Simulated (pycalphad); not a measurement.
CALPHAD calculation (pycalphad, COST 507 light-alloy database (1999)), 1 atm. The database dates from 1999; later assessments differ in places, in temperatures and in the compounds included. Phase fractions are per mole of atoms.

Q: Give the equilibrium state of Si-39.28Ti (at.%) at 927 °C.

A: 
```
T = 1200.00 K, P = 101325 Pa, N = 1 mol of atoms
G = -109863 J/mol, H = -40885 J/mol, S = 57.48 J/(mol K)  (SER reference)
chemical potentials (J/mol): Si -64027, Ti -180718
phase             fraction      x(Si)      x(Ti)
SI2TI               0.6432     0.6667     0.3333
SITI                0.3568     0.5000     0.5000
```

Q: Give the equilibrium state of Si-39.28Ti (at.%) at 1527 °C.

A: 
```
T = 1800.00 K, P = 101325 Pa, N = 1 mol of atoms
G = -149494 J/mol, H = 16048 J/mol, S = 91.97 J/(mol K)  (SER reference)
chemical potentials (J/mol): Si -105784, Ti -217062
phase             fraction      x(Si)      x(Ti)
LIQUID              0.8956     0.6197     0.3803
SITI                0.1044     0.5000     0.5000
```

Database names, with the compositions (at.%) that they take in these runs: SITI: Si 50 Ti 50; SI2TI: Si 67 Ti 33.
